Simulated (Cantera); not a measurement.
Low-pressure radical oxidation in H2/O2

A perfectly stirred reactor is fed with 1.34 % H2, 83.6 % O2, 15.1 % N2, at 0.0263 atm; it is held at 925 K, and followed from long to short residence time.

Computed with Cantera and GRI-Mech 3.0 (53 species, 325 reactions). Radical loss at walls, strong at low pressure, is not modelled. Below about 950 K walls govern HO2 and H2O2 in real vessels.

| τ (s) | x H2 | x O2 | x H | x NO2 | x OH | x O |
|---|---|---|---|---|---|---|
| 2.1 | 0.000234 | 0.835 | 5.82e-6 | <1e-12 | 5.85e-5 | 0.000157 |
| 0.91 | 0.000365 | 0.835 | 1.32e-5 | <1e-12 | 8.43e-5 | 0.000247 |
| 0.40 | 0.000562 | 0.835 | 2.92e-5 | <1e-12 | 0.000122 | 0.000380 |
| 0.18 | 0.000852 | 0.834 | 6.23e-5 | <1e-12 | 0.000174 | 0.000566 |
| 0.079 | 0.00131 | 0.834 | 0.000132 | <1e-12 | 0.000249 | 0.000836 |
| 0.035 | 0.00199 | 0.834 | 0.000265 | <1e-12 | 0.000350 | 0.00119 |
| 0.016 | 0.00299 | 0.833 | 0.000479 | <1e-12 | 0.000468 | 0.00159 |
| 0.0069 | 0.00462 | 0.833 | 0.000771 | <1e-12 | 0.000594 | 0.00196 |
| 0.0031 | 0.00696 | 0.833 | 0.000909 | <1e-12 | 0.000645 | 0.00198 |
| 0.0014 | 0.0102 | 0.834 | 0.000582 | <1e-12 | 0.000491 | 0.00131 |
x: mole fraction; the columns are a selection and need not sum to one.
